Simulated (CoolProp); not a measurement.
Properties of ethane along the isobar 208 bar.

Values from CoolProp's reference Helmholtz-energy equation of state, Bücker 2006.

```
T (°C)    phase  cp (kJ/(kg K))  isothermal compressibility (1/MPa)  expansivity (1/kK)  conductivity (mW/(m K))  Prandtl number
-------  ------  --------------  ----------------------------------  ------------------  -----------------------  --------------
-148.05  liquid           2.257                           0.0007082               1.641                      237      (withheld)
-128.05  liquid           2.279                           0.0008683               1.707                      219            3.50
-108.05  liquid           2.309                            0.001072               1.790                      201            2.86
-88.05   liquid           2.349                            0.001335               1.895                      183            2.49
-68.05   liquid           2.401                            0.001684               2.026                      166            2.27
-48.05   liquid           2.468                            0.002156               2.192                      150            2.12
-28.05   liquid           2.551                            0.002808               2.401                      136            2.02
-8.05    liquid           2.653                            0.003731          (withheld)                      122            1.96
11.95    liquid      (withheld)                            0.005070               3.000                      110            1.92
31.95    liquid           2.910                            0.007049          (withheld)                     99.9            1.89
```

Complete the blanks.


- -148.05, Prandtl number: 4.73
- -8.05, expansivity (1/kK): 2.666
- 11.95, cp (kJ/(kg K)): 2.772
- 31.95, expansivity (1/kK): 3.418

Viscosity comes from a separate model (Friend 1991). Thermal conductivity comes from a separate model (Friend 1991).
